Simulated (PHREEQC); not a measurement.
A solution holds 0.0017 mol NaH2PO4 and 0.024 mol NH3 per kg of water, at 25 °C. Closed to the air; pH follows from the charge balance.

Computed with PHREEQC (ion-association model, phreeqc.dat).

Each row changes one thing in this solution. This is a speciation only: nothing precipitates in the calculation.

| case | pH | ionic strength (mol/kgw) |
|---|---|---|
| as made | 10.33 | 0.00540 |
| NaH2PO4 left out | 10.80 | 0.000663 |
| 0.018 mol/kgw Na2SO4 added | 10.41 | 0.0565 |
| NaH2PO4 from 0.0017 to 0.0085 mol/kgw | 9.57 | 0.0254 |
| NaH2PO4 from 0.0017 to 0.00085 mol/kgw | 10.54 | 0.00297 |
| NH3 left out | 5.01 | 0.00172 |
